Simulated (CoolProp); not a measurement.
Saturation properties of n-dodecane (Tc = 658.1 K, pc = 18.18 bar, ω = 0.574).

Model: reference Helmholtz-energy equation of state, Lemmon 2004, in CoolProp. It is a short technical equation, of lower accuracy than the large ones.

| T (K) | p (bar) | liquid density (kg/m³) | surface tension (mN/m) | liquid viscosity (µPa s) | vapour viscosity (µPa s) | liquid conductivity (mW/(m K)) |
|---|---|---|---|---|---|---|
| 502.3 | (withheld) | 581.8 | 8.93 | 177 | 7.61 | 92.6 |
| 513.5 | 1.739 | 570.8 | (withheld) | 162 | 7.78 | 90.5 |
| 524.8 | (withheld) | 559.2 | 7.43 | 149 | 7.96 | 88.3 |
| 536 | 2.735 | 547.1 | 6.70 | 136 | 8.15 | 86.2 |
| 547.2 | 3.373 | 534.5 | 5.98 | 124 | 8.33 | 84.1 |
| 558.4 | 4.119 | 521.2 | 5.28 | (withheld) | 8.53 | 82.0 |
| 569.6 | 4.988 | (withheld) | 4.59 | 103 | 8.74 | 79.9 |
| 580.9 | 6.001 | 491.7 | 3.91 | 92.4 | 8.96 | 77.9 |
| 592.1 | (withheld) | 475.3 | 3.26 | 82.7 | 9.21 | 75.9 |
| 603.3 | 8.480 | 457.3 | 2.62 | 73.5 | 9.50 | 74.0 |
| 614.5 | 9.988 | 437.3 | 2.00 | 64.5 | 9.84 | 72.1 |

Q: Some entries are withheld; supply them.

A: 
- 502.3, p (bar): 1.363
- 513.5, surface tension (mN/m): 8.18
- 524.8, p (bar): 2.196
- 558.4, liquid viscosity (µPa s): 113
- 569.6, liquid density (kg/m³): 507.0
- 592.1, p (bar): 7.157

It boils at 489.4 K under 1 atm.

Viscosity comes from a separate model (Huber 2004). Thermal conductivity comes from a separate model (Huber 2004). Surface tension comes from a separate correlation (Mulero 2012).
